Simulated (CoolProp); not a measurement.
Dimethyl carbonate along the isotherm 326.85 °C: fugacity coefficient from the reference equation and from simpler models built on Tc = 283.9 °C, pc = 4.909 MPa, ω = 0.346; each cubic takes its own stable root.

Computed with CoolProp (reference Helmholtz-energy equation of state, Zhou 2011).

```tsv
p (MPa)	phase	reference
3.51	gas	0.8152
7.01	supercritical	0.6414
10.5	supercritical	0.5041
14	supercritical	0.4254
17.5	supercritical	0.3783
21	supercritical	0.3482
24.5	supercritical	0.3283
28.1	supercritical	0.3148
31.6	supercritical	0.3062
35.1	supercritical	0.3010
38.6	supercritical	0.2983
42.1	supercritical	0.2976
45.6	supercritical	0.2987
49.1	supercritical	0.3012
```

Q: How far does each simpler model (van der Waals, Redlich-Kwong) lie from the reference over these 14 states: mean and median of the absolute difference, and the worst?

A: 
- van der Waals: mean 17.5 %, median 16.1 %, worst +41.5 % at 326.85 °C and 49.1 MPa
- Redlich-Kwong: mean 3.0 %, median 2.6 %, worst +6.5 % at 326.85 °C and 49.1 MPa
